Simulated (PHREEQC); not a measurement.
A solution holds 0.58 mmol/kgw Ca(OH)2, at 25 °C. Closed to the air; pH follows from the charge balance.

All values are PHREEQC results (ion-association model, phreeqc.dat), not measurements.

```tsv
quantity	before	after
pH	11.04	7.00
ionic strength (mol/kgw)	0.00172	0.00174
CaOH+ (mol/kgw)	8.98e-6	8.30e-10
```

### Question
What was changed between the two runs?
A) diluted 100-fold with water
B) Ca(OH)2 replaced by Ca(NO3)2 at the same molality
C) Ca(OH)2 from 0.00058 to 0.000638 mol/kgw

### Answer
B, Ca(OH)2 replaced by Ca(NO3)2 at the same molality

This is a speciation only: nothing precipitates in the calculation.
